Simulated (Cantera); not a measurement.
Feed: 1 mol Ti(OiPr)₄, 0.45 mol NH₃, at 1075 K and 0.320 bar.

Cantera equilibrium calculation (NASA polynomials, part measured and part estimated; ideal gas, pure solids and liquids). Candidate condensed phases: C, C₆H₆, C₇H₈, C₈H₁₈, H₂O, Ti, TiC, TiN, TiO, TiO₂, Ti₂O₃, Ti₃O₅, Ti₄O₇; 139 gas species. The feed counts by its element totals alone. Kinetics and transport are ignored.

Base state: H₂ 0.856, CO 0.115, N₂ 0.0135, CH₄ 0.0106, H₂O 0.00398, CO₂ 0.000575, NH₃ 1.08e-5 (mole fractions); condensed: C(graphite) + TiO₂(rutile).

Question: What changes in the equilibrium state with this change: temperature from 1075 K to 2025 K?

Answer: 
```tsv
species	before	after
H₂	0.856	0.772
CO	0.115	0.211
N₂	0.0135	0.0111
CH₄	0.0106	7.59e-5
H	2.40e-8	0.00299
C₂H₂ (acetylene)	6.44e-9	0.000699
HNC	4.19e-9	8.94e-5
CO₂	0.000575	3.25e-7
HCN	1.70e-6	0.00150
C(graphite), mol	9.90	6.94
TiO₂(rutile), mol	1.00	0
TiC(s), mol	0	1.00
```
TiC: taken at fixed stoichiometry.

Question: What changes in the equilibrium state with this change: temperature from 1075 K to 1698.15 K?

Answer: 
```tsv
species	before	after
H₂	0.856	0.776
CO	0.115	0.212
N₂	0.0135	0.0117
CH₄	0.0106	0.000212
H	2.40e-8	0.000225
C₂H₂ (acetylene)	6.44e-9	5.60e-5
C(graphite), mol	9.90	6.99
TiO₂(rutile), mol	1.00	0
TiC(s), mol	0	1.00
```
TiC: taken at fixed stoichiometry.

Question: What changes in the equilibrium state with this change: NH₃ from 0.45 to 0.67 mol?

Answer: 
```tsv
species	before	after
H₂	0.856	0.853
CO	0.115	0.112
N₂	0.0135	0.0196
CH₄	0.0106	0.0105
NH₃	1.08e-5	1.29e-5
CO₂	0.000575	0.000547
H₂O	0.00398	0.00387
C(graphite), mol	9.90	9.90
TiO₂(rutile), mol	1.00	1.00
```
